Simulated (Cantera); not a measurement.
# Low-pressure radical oxidation in H2/O2

An isothermal, constant-pressure homogeneous reactor starts with H2 : O2 = 0.017 : 1 (molar parts), at 1375 K and 0.0263 atm.

Model: the H2/O2 subset of GRI-Mech 3.0, which has no nitrogen chemistry, integrated in Cantera. Radical loss at walls, strong at low pressure, is not modelled.

| t (s) | x H2 | x O2 | x O | x H2O | x H2O2 |
|---|---|---|---|---|---|
| 0.000100 | 0.0167 | 0.983 | 7.09e-8 | 3.31e-8 | 2.70e-11 |
| 0.000345 | 0.0167 | 0.983 | 1.21e-6 | 1.22e-6 | 2.92e-10 |
| 0.00119 | 0.0127 | 0.980 | 0.00250 | 0.00288 | 3.28e-8 |
| 0.00410 | 0.000104 | 0.968 | 0.0136 | 0.0152 | 3.69e-8 |
| 0.0141 | 8.90e-5 | 0.971 | 0.0115 | 0.0154 | 3.54e-8 |
| 0.0488 | 5.54e-5 | 0.975 | 0.00699 | 0.0159 | 3.06e-8 |
| 0.168 | 1.80e-5 | 0.981 | 0.00221 | 0.0164 | 1.96e-8 |
| 0.580 | 2.99e-6 | 0.983 | 0.000363 | 0.0167 | 7.46e-9 |
| 2.00 | 4.03e-7 | 0.983 | 4.88e-5 | 0.0168 | 1.86e-9 |
x: mole fraction; the columns are a selection and need not sum to one.

Equilibrium at this temperature and pressure: H2 3.20e-8, O2 0.983, O 3.89e-6, H2O 0.0168, H2O2 2.58e-10 (gas phase only).
